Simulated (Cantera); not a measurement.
What does this Cantera script print?

```python
import numpy as np
import cantera as ct

gas = ct.Solution("gri30.yaml")
gas.TPX = 700, 100000, {'CH4': 1, 'O2': 1.54, 'N2': 5.78}
flame = ct.FreeFlame(gas, width=0.04)
flame.set_refine_criteria(ratio=3, slope=0.08, curve=0.16)
flame.transport_model = "unity-Lewis-number"
flame.solve(loglevel=0, auto=True)
z, T = flame.grid, flame.T
thick = (T[-1] - T[0]) / np.gradient(T, z).max()
show = ['CH4', 'O2', 'HO2', 'HCO', 'CH2CO', 'HCN']
print(f"laminar burning velocity  {flame.velocity[0] * 100:.3f} cm/s")
print(f"burnt temperature         {T[-1]:.1f} K")
print(f"thermal thickness         {thick * 1e3:.4f} mm")
print(f"grid points               {len(z)}")
z0 = z[flame.heat_release_rate.argmax()]
print(f"{'z/mm':>9s}{'T/K':>9s}{'u/(m/s)':>9s}" + "".join(f"{s:>11s}" for s in show))
rows = []
for k in (-3, -2, -1.5, -1, -0.5, -0.25, 0, 0.25, 0.5, 1, 2, 4, 8):
    zz = z0 + k * thick
    rows.append([k * thick, np.interp(zz, z, T), np.interp(zz, z, flame.velocity),
                 *(np.interp(zz, z, flame.X[gas.species_index(s)]) for s in show)])
    print(f"{rows[-1][0] * 1e3:9.3f}{rows[-1][1]:9.1f}{rows[-1][2]:9.3f}" + "".join(f"{x:11.3e}" for x in rows[-1][3:]))
```

It prints:

```
laminar burning velocity  88.921 cm/s
burnt temperature         2329.4 K
thermal thickness         0.4445 mm
grid points               133
     z/mm      T/K  u/(m/s)        CH4         O2        HO2        HCO      CH2CO        HCN
   -1.334    701.0    0.891  1.201e-01  1.850e-01  4.805e-08  5.520e-16  2.030e-07  2.318e-08
   -0.889    708.8    0.901  1.194e-01  1.841e-01  4.058e-07  8.225e-14  1.717e-06  1.961e-07
   -0.667    732.1    0.931  1.174e-01  1.815e-01  1.479e-06  2.423e-12  6.288e-06  7.178e-07
   -0.445    846.7    1.082  1.073e-01  1.685e-01  6.749e-06  4.125e-10  2.920e-05  3.333e-06
   -0.222   1277.6    1.667  6.738e-02  1.171e-01  3.663e-05  3.999e-07  1.203e-04  1.371e-05
   -0.111   1659.2    2.209  3.143e-02  6.941e-02  6.990e-05  1.168e-05  1.829e-04  2.372e-05
    0.000   2007.0    2.725  4.722e-03  2.474e-02  2.404e-05  4.549e-05  9.117e-05  3.439e-05
    0.111   2130.5    2.905  1.840e-04  7.226e-03  2.707e-06  9.467e-06  8.567e-06  2.539e-05
    0.222   2158.8    2.940  4.972e-06  3.694e-03  1.335e-06  5.879e-07  4.473e-07  1.178e-05
    0.445   2189.0    2.975  1.319e-08  2.476e-03  9.573e-07  1.451e-07  2.907e-09  2.520e-06
    0.889   2226.9    3.017  2.923e-12  1.694e-03  6.683e-07  1.122e-07  1.159e-12  1.934e-07
    1.778   2267.5    3.062  3.609e-14  9.681e-04  3.908e-07  7.940e-08  2.055e-16  4.712e-09
    3.556   2300.3    3.098  5.554e-14  4.652e-04  1.887e-07  5.281e-08  2.297e-16  5.660e-10
```

Computed with Cantera and GRI-Mech 3.0 (53 species, 325 reactions). Unity Lewis numbers drop preferential diffusion, which matters most where H2 and H carry the flame. Burning velocities carry a grid error of a few per cent, more on coarse grids.
